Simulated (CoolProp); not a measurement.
Properties of 1-butene at several states.

Computed with CoolProp (reference Helmholtz-energy equation of state, Lemmon 2005). It is a short technical equation, of lower accuracy than the large ones.

```
T (K)  p (kPa)   phase  speed of sound (m/s)  isothermal compressibility (1/MPa)  expansivity (1/kK)
-----  -------  ------  --------------------  ----------------------------------  ------------------
179.2     16.5  liquid                   ___                           0.0008425               1.452
186.5     22.7  liquid                   ___                           0.0009021               1.467
476.4     1390     gas                 255.6                              0.7875                 ___
```

Question: What belongs in the gaps?

Answer: 
- 179.2, speed of sound (m/s): 1561
- 186.5, speed of sound (m/s): 1516
- 476.4, expansivity (1/kK): 2.788
